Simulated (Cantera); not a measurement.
Input: 1 mol SiCl₄, 3 mol NH₃, 4 mol N₂, at 773.15 K and 82.5 Torr.

These are equilibrium values from Cantera (NASA tables, ideal gas, pure condensed phases), not measurements of a reactor. Candidate condensed phases: NH₄Cl, Si, Si₃N₄; 28 gas species. Kinetics and transport are ignored.

**Question.** What is the equilibrium state?

**Answer.** 
```json
{
  "x(N₂)": "0.451",
  "x(H₂)": "0.284",
  "x(HCl)": "0.234",
  "x(SiCl₄)": "0.0307",
  "x(NH₃)": "4.43e-5",
  "x(SiHCl₃)": "2.35e-5",
  "n(Si₃N₄(s))": "0.218 mol",
  "gas_amount": "11.22 mol",
  "log10 activity of Si(s) (absent)": "-10.14"
}
```
